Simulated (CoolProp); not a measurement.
A single-stage vapour-compression cycle with isobutene: evaporating at 283.15 K (dew point), condensing at 314.15 K (bubble point), superheat 10 K, subcooling 2 K, compressor efficiency 0.8, no pressure losses. Each further row changes one setting.

Computed with CoolProp (reference Helmholtz-energy equation of state, Lemmon 2005). It is a short technical equation, of lower accuracy than the large ones.

```tsv
case	cooling COP	pressure ratio	discharge temperature (K)	refrigerating effect (kJ/kg)	volumetric capacity (kJ/m³)
as stated	6.54	2.56	328.3	322	1480
evaporating temperature 288.15 K	8.09	2.17	327.3	329	1770
condensing temperature 309.15 K	7.97	2.23	323.0	335	1540
subcooling 7 K	6.79	2.56	328.3	335	1540
superheat 20 K	6.60	2.56	338.4	339	1500
compressor efficiency 0.7	5.72	2.56	332.1	322	1480
```
